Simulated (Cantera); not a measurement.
Feed: 1 mol Si, 2.9 mol Cl₂, 3.8 mol H₂, equilibrated at 1 atm.

Equilibrium computed with Cantera from the NASA thermochemical tables; the gas is ideal and each condensed phase is pure. Candidate condensed phases: Si; 19 gas species. The tables' values for SiCl₃ are old estimates; treat these amounts as uncertain. The numbers say what is thermodynamically allowed, not how fast it happens.

x: gas mole fraction; nothing condenses.

| T (K) | x H₂ | x HCl | x SiCl₄ | x SiHCl₃ | x SiCl₃ | x SiCl₂ | x SiH₂Cl₂ |
|---|---|---|---|---|---|---|---|
| 648 | 0.509 | 0.316 | 0.175 | 2.21e-5 | 4.81e-10 | <1e-12 | 1.60e-10 |
| 698 | 0.509 | 0.316 | 0.175 | ___ | 5.08e-9 | <1e-12 | ___ |
| 748 | 0.509 | 0.316 | 0.175 | ___ | 3.89e-8 | ___ | ___ |
| 798 | 0.509 | 0.316 | 0.175 | 0.000248 | 2.30e-7 | 3.42e-11 | 2.83e-8 |
| 848 | 0.508 | 0.316 | 0.175 | 0.000456 | 1.10e-6 | 4.97e-10 | 1.04e-7 |
| 898 | 0.508 | 0.317 | 0.175 | 0.000780 | 4.38e-6 | 5.32e-9 | 3.29e-7 |
| 948 | 0.508 | 0.317 | 0.174 | 0.00126 | 1.50e-5 | 4.39e-8 | 9.16e-7 |
| 998 | 0.507 | 0.318 | 0.173 | 0.00192 | 4.54e-5 | 2.91e-7 | 2.28e-6 |
| 1048 | 0.506 | 0.319 | 0.172 | 0.00280 | 0.000123 | 1.60e-6 | 5.17e-6 |
| 1098 | 0.505 | 0.320 | 0.171 | 0.00393 | 0.000301 | 7.42e-6 | 1.08e-5 |
| 1148 | 0.503 | 0.322 | 0.169 | 0.00531 | 0.000676 | 2.98e-5 | 2.09e-5 |
| 1198 | 0.501 | 0.324 | 0.167 | 0.00693 | 0.00141 | 0.000105 | 3.76e-5 |
| 1248 | 0.497 | 0.327 | 0.163 | 0.00873 | 0.00273 | 0.000329 | 6.35e-5 |
| 1298 | 0.493 | 0.332 | 0.158 | 0.0106 | 0.00492 | 0.000915 | 1.00e-4 |

Task: Fill in the missing entries.

Result: 
- 748, x SiHCl₃: 0.000124
- 748, x SiCl₂: 1.63e-12
- 748, x SiH₂Cl₂: 6.41e-9
- 698, x SiHCl₃: 5.58e-5
- 698, x SiH₂Cl₂: 1.16e-9
